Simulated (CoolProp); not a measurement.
Vapour-liquid equilibrium of toluene (1) + o-xylene (2) at 0.00122 MPa; x and y are mole fractions of (1).

The numbers come from the multi-fluid Helmholtz-energy mixture model, Lemmon 2006 and Zhou 2012; pair parameters Bell 2016 in CoolProp.

| x | bubble temperature (°C) | y at the bubble point | dew temperature at overall composition x (°C) | liquid density (mol/L) |
|---|---|---|---|---|
| 0.05 | 27.9 | (withheld) | 29.7 | (withheld) |
| 0.125 | 24.5 | (withheld) | 28.6 | 8.380 |
| 0.2 | 21.6 | 0.522 | 27.5 | 8.482 |
| 0.275 | 19.0 | 0.630 | 26.3 | 8.582 |
| 0.35 | 16.8 | 0.713 | 25.0 | 8.681 |
| 0.425 | 14.8 | 0.776 | 23.6 | 8.780 |
| 0.5 | 13.0 | 0.827 | 22.1 | 8.880 |
| 0.575 | 11.4 | 0.867 | 20.4 | 8.979 |
| 0.65 | 10.0 | 0.900 | 18.5 | 9.079 |
| 0.725 | 8.7 | 0.927 | 16.4 | 9.180 |
| 0.8 | 7.5 | 0.950 | 14.0 | 9.282 |
| 0.875 | 6.5 | (withheld) | 11.1 | 9.385 |
| 0.95 | (withheld) | 0.989 | 7.6 | 9.490 |

Question: What belongs in the gaps?

Answer: 
- 0.05, y at the bubble point: 0.175
- 0.05, liquid density (mol/L): 8.278
- 0.125, y at the bubble point: 0.375
- 0.875, y at the bubble point: 0.971
- 0.95, bubble temperature (°C): 5.4

No azeotrope shows between x = 0.05 and 0.95.

The pair parameters rest on a limited set of measurements; away from them the model extrapolates.
